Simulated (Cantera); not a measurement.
A Cantera script and what it prints.

```python
import numpy as np
import cantera as ct

gas_names = """
    H HO2 H2 H2O H2O2 H2S H2SO4 Mg MgH MgO MgOH MgO2H2 MgS Mg2 O OH O2 O3 S SH SO SO2 SO3 S2 S2O S8
""".split()
cond_names = """
    H2O(s) H2O(L) H2SO4(L) Mg(cr) Mg(L) MgO(s) MgO(L) MgO2H2(s) MgS(s) MgSO4(s) MgSO4(L) S(cr1) S(cr2)
    S(L)
""".split()


# ... load() reads the species with a 1 bar reference pressure and builds the phases ...
atoms = {
    'MgSO4': {'Mg': 1, 'S': 1, 'O': 4},
    'H2O': {'H': 2, 'O': 1},
    'H2': {'H': 2},
}
top_T = {'MgS(s)': 2250}  # K; cautious upper limits of use, not melting points


# ... equilibrate(T, P, feed) seeds the gas with the atoms and calls Mixture.equilibrate('TP', solver="vcs", rtol=1e-11, max_steps=5000) ...
results = []
feed = {'MgSO4': 1, 'H2O': 1.3, 'H2': 9.3}  # mol
P = 1000  # Pa
for T in [850, 900, 950, 1000, 1050, 1100, 1150, 1200, 1250, 1300, 1350, 1400, 1450]:
    mix = equilibrate(T, P, feed)
    results.append((T, P, feed, dict(zip(mix.species_names, mix.species_moles))))
    x = sorted(zip(gas.X, gas.species_names), reverse=True)
    print(f"T = {T:g} K  P = {P:g} Pa  gas = {mix.phase_moles(0):.4g} mol")
    print("   x: " + "  ".join(f"{s} {v:.3e}" for v, s in x if v > 1e-06))
    print("   condensed (mol): " + ("  ".join(f"{mix.phase(i).name} {mix.phase_moles(i):.4g}"
          for i in range(1, mix.n_phases) if mix.phase_moles(i) > 1e-12) or "none"))
```

Result:

```
T = 850 K  P = 1000 Pa  gas = 10.6 mol
   x: H2 5.000e-01  H2O 4.057e-01  H2S 9.433e-02  S2 4.300e-06
   condensed (mol): MgO(s) 1
T = 900 K  P = 1000 Pa  gas = 10.6 mol
   x: H2 5.000e-01  H2O 4.057e-01  H2S 9.430e-02  S2 1.753e-05
   condensed (mol): MgO(s) 1
T = 950 K  P = 1000 Pa  gas = 10.6 mol
   x: H2 5.001e-01  H2O 4.056e-01  H2S 9.421e-02  S2 6.170e-05  SH 2.839e-06
   condensed (mol): MgO(s) 1
T = 1000 K  P = 1000 Pa  gas = 10.6 mol
   x: H2 5.003e-01  H2O 4.056e-01  H2S 9.393e-02  S2 1.911e-04  SH 8.014e-06
   condensed (mol): MgO(s) 1
T = 1050 K  P = 1000 Pa  gas = 10.61 mol
   x: H2 5.008e-01  H2O 4.054e-01  H2S 9.321e-02  S2 5.262e-04  SH 2.040e-05  SO2 2.927e-06
   condensed (mol): MgO(s) 1
T = 1100 K  P = 1000 Pa  gas = 10.61 mol
   x: H2 5.020e-01  H2O 4.051e-01  H2S 9.157e-02  S2 1.292e-03  SH 4.716e-05  SO2 9.200e-06
   condensed (mol): MgO(s) 1
T = 1150 K  P = 1000 Pa  gas = 10.63 mol
   x: H2 5.043e-01  H2O 4.044e-01  H2S 8.832e-02  S2 2.807e-03  SH 9.930e-05  SO2 2.551e-05  SO 1.632e-06  S2O 1.069e-06
   condensed (mol): MgO(s) 1
T = 1200 K  P = 1000 Pa  gas = 10.66 mol
   x: H2 5.082e-01  H2O 4.033e-01  H2S 8.287e-02  S2 5.345e-03  SH 1.903e-04  SO2 6.235e-05  SO 5.091e-06  S2O 2.664e-06  H 1.407e-06
   condensed (mol): MgO(s) 1
T = 1250 K  P = 1000 Pa  gas = 10.7 mol
   x: H2 5.138e-01  H2O 4.016e-01  H2S 7.520e-02  S2 8.890e-03  SH 3.325e-04  SO2 1.350e-04  SO 1.384e-05  S2O 5.653e-06  H 3.465e-06  S 1.185e-06
   condensed (mol): MgO(s) 1
T = 1300 K  P = 1000 Pa  gas = 10.75 mol
   x: H2 5.205e-01  H2O 3.996e-01  H2S 6.607e-02  S2 1.307e-02  SH 5.343e-04  SO2 2.622e-04  SO 3.329e-05  S2O 1.037e-05  H 7.981e-06  S 3.203e-06
   condensed (mol): MgO(s) 1
T = 1350 K  P = 1000 Pa  gas = 10.8 mol
   x: H2 5.275e-01  H2O 3.972e-01  H2S 5.656e-02  S2 1.734e-02  SH 7.993e-04  SO2 4.656e-04  SO 7.219e-05  H 1.731e-05  S2O 1.686e-05  S 7.755e-06
   condensed (mol): MgO(s) 1
T = 1400 K  P = 1000 Pa  gas = 10.85 mol
   x: H2 5.344e-01  H2O 3.947e-01  H2S 4.756e-02  S2 2.126e-02  SH 1.128e-03  SO2 7.700e-04  SO 1.437e-04  H 3.556e-05  S2O 2.496e-05  S 1.712e-05
   condensed (mol): MgO(s) 1
T = 1450 K  P = 1000 Pa  gas = 10.89 mol
   x: H2 5.407e-01  H2O 3.920e-01  H2S 3.956e-02  S2 2.457e-02  SH 1.521e-03  SO2 1.202e-03  SO 2.668e-04  H 6.954e-05  S 3.501e-05  S2O 3.437e-05  OH 1.209e-06
   condensed (mol): MgO(s) 1
```

Cantera equilibrium calculation (NASA polynomials, part measured and part estimated; ideal gas, pure solids and liquids). Gases not in the tables: S3 to S7.
